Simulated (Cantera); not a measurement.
# Adiabatic ignition

An adiabatic, constant-pressure homogeneous reactor starts with CH4 : H2 : O2 : N2 = 1 : 0.57 : 1.2 : 5.05 (molar parts), equivalence ratio 1.9, at 1273 K and 0.880 bar.

Detailed kinetics in Cantera: GRI-Mech 3.0 (53 species, 325 reactions).

```tsv
t (s)	T (K)	x CH4	x H2	x O2	x CO2	x C2H2	x C2H6	x CO
2.00e-6	1273	0.128	0.0729	0.153	<1e-12	<1e-12	<1e-12	<1e-12
8.53e-6	1273	0.128	0.0729	0.153	<1e-12	<1e-12	<1e-12	<1e-12
3.64e-5	1273	0.128	0.0729	0.153	<1e-12	<1e-12	4.40e-11	4.32e-12
0.000155	1273	0.128	0.0729	0.153	1.82e-10	<1e-12	3.30e-8	2.23e-9
0.000663	1282	0.126	0.0722	0.152	3.63e-6	3.94e-8	0.000531	8.88e-5
0.00283	2392	4.05e-6	0.150	7.25e-6	0.0163	8.93e-6	1.64e-12	0.0993
0.0121	2383	9.41e-12	0.149	1.16e-5	0.0164	<1e-12	<1e-12	0.0992
0.0515	2384	9.31e-12	0.149	1.16e-5	0.0164	<1e-12	<1e-12	0.0992
0.220	2384	9.29e-12	0.149	1.16e-5	0.0164	<1e-12	<1e-12	0.0992
0.937	2384	9.29e-12	0.149	1.16e-5	0.0164	<1e-12	<1e-12	0.0992
4.00	2384	9.29e-12	0.149	1.16e-5	0.0164	<1e-12	<1e-12	0.0992
```
x: mole fraction; the columns are a selection and need not sum to one.

The time of steepest temperature rise comes out as 2.06 ms and the temperature at 4.00 s is 2384 K. The equilibrium temperature comes out as 2384 K and the x(CH4) at 4.00 s is 9.29e-12 (gas-phase equilibrium 1.05e-11). The x(H2) at 4.00 s is 0.149 (gas-phase equilibrium 0.149). The x(O2) at 4.00 s comes out as 1.16e-5 (gas-phase equilibrium 1.16e-5).
